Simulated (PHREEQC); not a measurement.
Synthetic water in mg/L, 13 °C, pH 6.28, pe 0.3:

```tsv
constituent	mg/L
Na	0.315
K	0.00929
Ca	0.0737
Mg	0.379
Cl	0.394
S(6) as SO4	0.516
Alkalinity as HCO3	1.58
Sr	0.0104
Si as SiO2	0.000288
B	0.000397
N(-3) as NH4	0.00437
Fe(2)	0.015
Br	0.0789
```

Valence states are taken as typed.

Computed with PHREEQC (ion-association model, phreeqc.dat).

```json
{
  "ionic_strength": "7.29e-5 mol/kgw",
  "charge_balance_error": "1.1 %"
}
```

```csv
species,molality,activity,log γ
CO2,3.74e-5,3.74e-5,0.000
HCO3-,2.64e-5,2.61e-5,-0.004
Mg+2,1.56e-5,1.50e-5,-0.017
Na+,1.37e-5,1.36e-5,-0.004
Cl-,1.11e-5,1.10e-5,-0.004
SO4-2,5.36e-6,5.15e-6,-0.017
Ca+2,1.84e-6,1.77e-6,-0.017
Br-,9.87e-7,9.78e-7,-0.004
H+,5.30e-7,5.25e-7,-0.004
Fe+2,2.68e-7,2.58e-7,-0.017
NH4+,2.42e-7,2.40e-7,-0.004
K+,2.38e-7,2.35e-7,-0.004
Sr+2,1.19e-7,1.14e-7,-0.017
H3BO3,3.67e-8,3.67e-8,0.000
MgSO4,1.31e-8,1.31e-8,0.000
OH-,7.36e-9,7.29e-9,-0.004
```

This is a speciation only: nothing precipitates in the calculation. Constants without temperature data keep their 25 °C values here.
